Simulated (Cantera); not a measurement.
Gas mixture: 100 % C₂H₆, at 36.0 Pa, frozen composition.

Cantera's kinetic-theory transport with the Lennard-Jones parameters of GRI-Mech 3.0, ideal gas; thermal conductivity in the mixture-averaged form. The composition is frozen, though it would react at the higher temperatures.

D: mixture-averaged diffusion coefficient of that species in the mixture.

```
T (K)  ρ (kg/m³)  cp (J/kg/K)  μ (µPa s)  λ (mW/m/K)     Pr  D (cm²/s) CH₄  D (cm²/s) NO  D (cm²/s) H
-----  ---------  -----------  ---------  ----------  -----  -------------  ------------  -----------
400     0.000325         2167        ___        35.6  0.750            758           692         3970
600     0.000217         2972        ___        69.0  0.751           1570          1410         8220
800     0.000163         3591        ___         105  0.749           2590          2320        13600
1000    0.000130         4080        ___         140  0.751           3790          3390        19900
1200    0.000108         4449        ___         174  0.750           5170          4600        27100
1400     9.30e-5         4736        ___         206  0.749           6700          5960        35100
1600     8.14e-5         4957       35.7         236  0.748           8370          7440        43900
1800     7.23e-5         5127        ___         265  0.746          10200          9050        53500
```

Q: Complete the blanks.

A: 
- 400, μ (µPa s): 12.3
- 600, μ (µPa s): 17.4
- 800, μ (µPa s): 21.8
- 1000, μ (µPa s): 25.7
- 1200, μ (µPa s): 29.3
- 1400, μ (µPa s): 32.6
- 1800, μ (µPa s): 38.6
